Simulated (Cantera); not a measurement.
A freely propagating, adiabatic, planar premixed flame of 5.06 % C₂H₄, 17.0 % O₂, 71.8 % N₂, 6.07 % H₂O, equivalence ratio 0.89, unburnt at 450 K and 1.01 bar; multicomponent+Soret transport, grid criteria slope 0.08 and curve 0.16, no radiation.

Detailed kinetics in Cantera: GRI-Mech 3.0 (53 species, 325 reactions). GRI-Mech 3.0 was tuned for natural gas; its chemistry of ethylene as a main component is partial and can be far from experiment. Burning velocities carry a grid error of a few per cent, more on coarse grids.

Predict: laminar burning velocity; thermal thickness; peak x(C₂H₂); peak x(H₂O₂); peak x(CO).


```json
{
  "laminar_burning_velocity": "102 cm/s",
  "thermal_thickness": "0.323 mm",
  "peak x(C₂H₂)": "0.00104",
  "peak x(H₂O₂)": "0.000150",
  "peak x(CO)": "0.0585"
}
```
